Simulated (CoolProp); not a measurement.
n-butane along the isotherm 211.75 °C: density (kg/m³) from the reference equation and from simpler models built on Tc = 152.0 °C, pc = 3.796 MPa, ω = 0.201; each cubic takes its own stable root.

Model: reference Helmholtz-energy equation of state, Bücker 2006, in CoolProp.

```tsv
p (MPa)	phase	reference	ideal gas	van der Waals	Soave-Redlich-Kwong	Peng-Robinson
0.136	gas	1.976	1.961	1.976	1.976	1.979
0.271	gas	3.968	3.907	3.968	3.969	3.979
0.407	gas	6.006	5.867	6.008	6.010	6.031
0.542	gas	8.063	7.814	8.067	8.068	8.108
0.678	gas	10.17	9.774	10.18	10.18	10.24
0.813	gas	12.30	11.72	12.31	12.31	12.40
0.949	gas	14.48	13.68	14.49	14.49	14.62
1.08	gas	16.62	15.57	16.64	16.63	16.79
1.22	gas	18.95	17.59	18.97	18.96	19.17
1.36	gas	21.32	19.61	21.35	21.33	21.60
1.49	gas	23.57	21.48	23.61	23.58	23.90
1.63	gas	26.03	23.50	26.09	26.04	26.44
1.76	gas	28.37	25.37	28.45	28.37	28.84
1.9	gas	30.95	27.39	31.04	30.94	31.49
```
